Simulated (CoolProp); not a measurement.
Vapour-liquid equilibrium of R113 (1) + n-hexane (2) at 1.18 MPa; x and y are mole fractions of (1).

Values from CoolProp's multi-fluid Helmholtz-energy mixture model, Marx 1992 and Thol 2019; pair parameters Bell 2016.

```csv
x,bubble temperature (°C),y at the bubble point,dew temperature at overall composition x (°C),liquid density (mol/L)
0.05,172.1,0.075,172.8,5.664
0.15,168.0,0.211,169.8,5.752
0.25,164.4,0.331,166.8,5.835
0.35,161.3,0.438,163.8,5.915
0.45,158.5,0.536,160.9,5.994
0.55,156.1,0.627,158.1,6.073
0.65,153.9,0.713,155.5,6.154
0.75,152.0,0.796,153.0,6.237
0.85,150.3,0.877,150.9,6.323
0.95,148.8,0.959,149.0,6.412
```

No azeotrope shows between x = 0.05 and 0.95.

The pair parameters rest on a limited set of measurements; away from them the model extrapolates.
